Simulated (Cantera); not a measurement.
A perfectly stirred reactor is fed with CO : O2 : H2O : N2 = 0.0011 : 0.026 : 0.039 : 1 (molar parts), equivalence ratio 0.021, at 100.0 Torr; it is held at 1448 K, and followed from long to short residence time.

Detailed kinetics in Cantera: GRI-Mech 3.0 (53 species, 325 reactions).

x: mole fraction; the columns are a selection and need not sum to one.

```tsv
τ (s)	x CO	x O2	x H2O	x NO	x HO2	x H	x H2
4.9	6.21e-6	0.0239	0.0365	1.08e-7	3.26e-8	6.82e-7	(withheld)
2.2	1.07e-5	0.0239	0.0365	9.81e-8	5.06e-8	1.44e-6	(withheld)
0.96	1.88e-5	0.0239	0.0365	8.32e-8	7.96e-8	3.11e-6	(withheld)
0.42	3.29e-5	0.0238	0.0365	6.49e-8	1.22e-7	6.54e-6	(withheld)
0.19	5.66e-5	0.0238	0.0364	4.74e-8	1.75e-7	1.27e-5	(withheld)
0.083	0.000100	0.0238	0.0364	3.15e-8	2.39e-7	2.35e-5	(withheld)
0.037	0.000176	0.0239	0.0363	1.87e-8	2.96e-7	3.69e-5	(withheld)
0.016	0.000317	0.0239	0.0363	8.29e-9	3.26e-7	4.52e-5	(withheld)
0.0072	0.000540	0.0241	0.0363	2.17e-9	2.94e-7	3.47e-5	(withheld)
0.0032	0.000840	0.0242	0.0365	1.81e-10	1.66e-7	9.66e-6	(withheld)
```

Q: What belongs in the gaps?

A: 
- 4.9, x H2: 6.41e-6
- 2.2, x H2: 1.06e-5
- 0.96, x H2: 1.76e-5
- 0.42, x H2: 2.89e-5
- 0.19, x H2: 4.51e-5
- 0.083, x H2: 6.76e-5
- 0.037, x H2: 9.09e-5
- 0.016, x H2: 0.000103
- 0.0072, x H2: 8.44e-5
- 0.0032, x H2: 3.31e-5
